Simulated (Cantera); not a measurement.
An isothermal, constant-pressure homogeneous reactor starts with 33.3 % H2, 30.3 % O2, 36.4 % N2, equivalence ratio 0.55, at 1325 K and 0.132 atm.

Model: GRI-Mech 3.0 (53 species, 325 reactions), integrated in Cantera. The temperature is held fixed by assumption; the heat of reaction is taken as removed at once.

One state of this run: x H2 = 3.66e-7; x O2 = 0.164; x H = 2.73e-9; x O = 3.07e-7; x H2O = 0.400; x H2O2 = 3.91e-9. x: mole fraction; the columns are a selection and need not sum to one.

Q: Which value of t (s) does it belong to?
A) 0.235
B) 0.00840
C) 6.59
D) 0.000300

A: C, 6.59
